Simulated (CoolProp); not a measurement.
Vapour-liquid equilibrium of ethylbenzene (1) + m-xylene (2) at 551.6 K; x and y are mole fractions of (1).

Values from CoolProp's multi-fluid Helmholtz-energy mixture model, Zhou 2012 and Zhou 2012; pair parameters Bell 2016.

Question: Give the bubble pressure and the first vapour's composition at x = 0.05, 0.2, 0.8. Is there an azeotrope?

Answer: x = 0.05: 1.515 MPa, y = 0.051; x = 0.2: 1.523 MPa, y = 0.204; x = 0.8: 1.549 MPa, y = 0.802. No azeotrope shows between x = 0.05 and 0.95.

The pair parameters rest on a limited set of measurements; away from them the model extrapolates.
